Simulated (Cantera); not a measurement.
A Cantera script and what it prints.

```python
import numpy as np
import cantera as ct

gas_names = [...]  # 136 gases of nasa_gas.yaml made of C, H, N, O
cond_names = """
    C(gr) C6H6(L) C7H8(L) C8H18(L),n-octa H2O(s) H2O(L)
""".split()


# ... load() reads the species with a 1 bar reference pressure and builds the phases ...
atoms = {
    'C6H6': {'C': 6, 'H': 6},
    'O2': {'O': 2},
    'N2': {'N': 2},
}
top_T = {'C(gr)': 4500}  # K; cautious upper limits of use, not melting points


# ... equilibrate(T, P, feed) seeds the gas with the atoms and calls Mixture.equilibrate('TP', solver="vcs", rtol=1e-11, max_steps=5000) ...
results = []
feed = {'C6H6': 1, 'O2': 0.02, 'N2': 30}  # mol
P = 1333.22  # Pa
for T in [1498, 1598, 1698, 1798, 1898, 1998, 2098, 2198, 2298]:
    mix = equilibrate(T, P, feed)
    results.append((T, P, feed, dict(zip(mix.species_names, mix.species_moles))))
    x = sorted(zip(gas.X, gas.species_names), reverse=True)
    print(f"T = {T:g} K  P = {P:g} Pa  gas = {mix.phase_moles(0):.4g} mol")
    print("   x: " + "  ".join(f"{s} {v:.3e}" for v, s in x if v > 1e-05))
    print("   condensed (mol): " + ("  ".join(f"{mix.phase(i).name} {mix.phase_moles(i):.4g}"
          for i in range(1, mix.n_phases) if mix.phase_moles(i) > 1e-12) or "none"))
```

It prints:

```
T = 1498 K  P = 1333.22 Pa  gas = 33.04 mol
   x: N2 9.078e-01  H2 9.062e-02  CO 1.211e-03  HCN 2.990e-04  H 4.480e-05
   condensed (mol): C(gr) 5.95
T = 1598 K  P = 1333.22 Pa  gas = 33.04 mol
   x: N2 9.076e-01  H2 9.042e-02  CO 1.211e-03  HCN 5.792e-04  H 1.386e-04  HNC 1.317e-05
   condensed (mol): C(gr) 5.94
T = 1698 K  P = 1333.22 Pa  gas = 33.05 mol
   x: N2 9.073e-01  H2 9.005e-02  CO 1.210e-03  HCN 1.036e-03  H 3.758e-04  HNC 3.082e-05
   condensed (mol): C(gr) 5.924
T = 1798 K  P = 1333.22 Pa  gas = 33.06 mol
   x: N2 9.067e-01  H2 8.939e-02  HCN 1.731e-03  CO 1.210e-03  H 9.117e-04  HNC 6.539e-05  C2H2,acetylene 1.542e-05
   condensed (mol): C(gr) 5.9
T = 1898 K  P = 1333.22 Pa  gas = 33.07 mol
   x: N2 9.056e-01  H2 8.824e-02  HCN 2.729e-03  H 2.011e-03  CO 1.209e-03  HNC 1.276e-04  C2H2,acetylene 3.320e-05
   condensed (mol): C(gr) 5.863
T = 1998 K  P = 1333.22 Pa  gas = 33.11 mol
   x: N2 9.040e-01  H2 8.635e-02  HCN 4.087e-03  H 4.082e-03  CO 1.208e-03  HNC 2.314e-04  C2H2,acetylene 6.546e-05
   condensed (mol): C(gr) 5.812
T = 2098 K  P = 1333.22 Pa  gas = 33.17 mol
   x: N2 9.014e-01  H2 8.337e-02  H 7.695e-03  HCN 5.837e-03  CO 1.206e-03  HNC 3.929e-04  C2H2,acetylene 1.190e-04  CN 1.571e-05
   condensed (mol): C(gr) 5.745
T = 2198 K  P = 1333.22 Pa  gas = 33.27 mol
   x: N2 8.975e-01  H2 7.891e-02  H 1.355e-02  HCN 7.967e-03  CO 1.202e-03  HNC 6.275e-04  C2H2,acetylene 2.000e-04  CN 4.852e-05
   condensed (mol): C(gr) 5.658
T = 2298 K  P = 1333.22 Pa  gas = 33.42 mol
   x: N2 8.920e-01  H2 7.262e-02  H 2.235e-02  HCN 1.039e-02  CO 1.197e-03  HNC 9.447e-04  C2H2,acetylene 3.107e-04  CN 1.356e-04  C2N2 1.853e-05
   condensed (mol): C(gr) 5.554
```

Method: chemical equilibrium by Gibbs-energy minimisation in Cantera with the NASA 1993 tables (ideal gas, pure condensed phases).
